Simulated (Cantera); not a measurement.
Input: 1 mol Pb, 0.34 mol O2, 4.6 mol CO, held at 75.0 Torr.

Equilibrium computed with Cantera from the NASA thermochemical tables; the gas is ideal and each condensed phase is pure. Candidate condensed phases: C, Pb, PbO, PbO2, Pb3O4; 15 gas species. Equilibrium is a limit: real reactors are often held back by kinetics, nucleation or transport.

Q: At 900 °C, list the 3 most abundant gas species with their mole fractions, and the condensed phases.

A: CO 0.849, CO2 0.147, Pb 0.00422. Condensed: Pb(l).
